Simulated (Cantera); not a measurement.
Charge: 1 mol SiC, 1.9 mol H2, at 1748 K and 1.00 bar.

Cantera equilibrium calculation (NASA polynomials, part measured and part estimated; ideal gas, pure solids and liquids). Candidate condensed phases: C, C6H6, C7H8, C8H18, Si, SiC; 87 gas species. Gases not in the tables: Si2H6 and higher silanes. The numbers say what is thermodynamically allowed, not how fast it happens.

Base state: H2 1.000, H 0.000228, CH4 2.08e-5, SiH2 1.71e-5 (mole fractions); condensed: SiC(s).

Task: What changes in the equilibrium state with this change: SiC replaced by MgO?

Result: 
```tsv
species	before	after
H2	1.000	0.999
H2O	0	0.000495
Mg	0	0.000488
SiH2	1.71e-5	0
CH4	2.08e-5	0
H	0.000228	0.000228
SiC(s), mol	1.000	0
MgO(s), mol	0	0.999
```
Further candidate phases: H2O, Mg, MgO, Mg(OH)2.
